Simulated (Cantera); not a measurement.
A closed system holds: 1 mol CF4, 0.93 mol HCl, 0.024 mol CH4, at 7.50e-5 bar.

These are equilibrium values from Cantera (NASA tables, ideal gas, pure condensed phases), not measurements of a reactor. Candidate condensed phases: C, C6H6, C7H8, C8H18; 118 gas species. Gases not in the tables: C2F6 and larger saturated fluorocarbons. The numbers say what is thermodynamically allowed, not how fast it happens.

log p: log10 of the partial pressure in bar; n: condensed amount in mol.

```
T (°C)  log p F  log p HF  log p Cl  log p H  log p C  log p CF2  log p C3  log p CF4  log p CF  n C(graphite)
------  -------  --------  --------  -------  -------  ---------  --------  ---------  --------  -------------
1675      -4.59     -4.72     -4.76    -9.51   -11.02      -4.98    -11.13      -5.68     -7.04     (withheld)
1825      -4.42     -4.78     -4.82    -8.61    -9.64      -5.33     -9.56      -7.43     -6.55     (withheld)
1975      -4.37     -4.80     -4.84    -7.69    -8.45      -5.84     -8.20      -9.35     -6.23          0.891
2125      -4.36     -4.81     -4.85    -6.85    -7.41      -6.34     -7.02     -11.15     -5.99          0.905
2275      -4.37     -4.84     -4.86    -6.12    -6.50      -6.82     -5.99     -12.81     -5.79     (withheld)
2425      -4.38     -4.96     -4.90    -5.54    -5.82      -7.41     -5.49     -14.45     -5.76              0
2575      -4.37     -5.19     -4.93    -5.19    -5.43      -8.09     -5.66     -16.03     -5.92              0
2725      -4.37     -5.58     -4.97    -5.03    -5.15      -8.79     -6.04       <-16     -6.15              0
2875      -4.37     -6.03     -4.99    -4.98    -5.01      -9.56     -6.76       <-16     -6.48              0
3025      -4.37     -6.46     -5.00    -4.97    -4.97     -10.33     -7.65       <-16     -6.86              0
```

Q: Some entries are withheld; supply them.

A: 
- 1675, n C(graphite): 0.344
- 1825, n C(graphite): 0.714
- 2275, n C(graphite): 0.659
